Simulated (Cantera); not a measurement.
A perfectly stirred reactor is fed with 65.6 % CH4, 30.8 % H2O, 3.61 % H2, at 10.0 bar; it is held at 2000 K, and followed from long to short residence time.

Computed with Cantera and GRI-Mech 3.0 (53 species, 325 reactions). GRI-Mech 3.0 stops at C3 and has no aromatics, soot or wall deposition, so with more carbon than oxygen in the feed, carbon stays in small species such as C2H2 where larger ones or solid carbon would form.

x: mole fraction; the columns are a selection and need not sum to one.

```
τ (s)    x CH4     x H2O   x H2     x OH  x CH2CO   x CH2O
------  ------  --------  -----  -------  -------  -------
13      0.0261  0.000152  0.734  9.13e-9  2.21e-6  4.83e-7
4.4     0.0262  0.000424  0.733  2.55e-8  2.27e-6  4.83e-7
1.4     0.0264   0.00129  0.732  7.78e-8  2.48e-6  4.86e-7
0.46    0.0270         ?  0.730        ?        ?  4.94e-7
0.15    0.0286    0.0106  0.724  6.43e-7  4.80e-6  5.22e-7
0.048   0.0328    0.0271  0.709  1.65e-6  9.44e-6  6.20e-7
0.015   0.0420    0.0587  0.678  3.64e-6  2.02e-5  9.64e-7
0.0050       ?         ?  0.634        ?        ?        ?
0.0016  0.0882     0.148  0.577  9.59e-6  5.96e-5  4.22e-6
```

Some entries are withheld; supply them.


- 0.46, x H2O: 0.00379
- 0.46, x OH: 2.28e-7
- 0.46, x CH2CO: 3.07e-6
- 0.0050, x CH4: 0.0583
- 0.0050, x H2O: 0.101
- 0.0050, x OH: 6.39e-6
- 0.0050, x CH2CO: 3.77e-5
- 0.0050, x CH2O: 1.90e-6
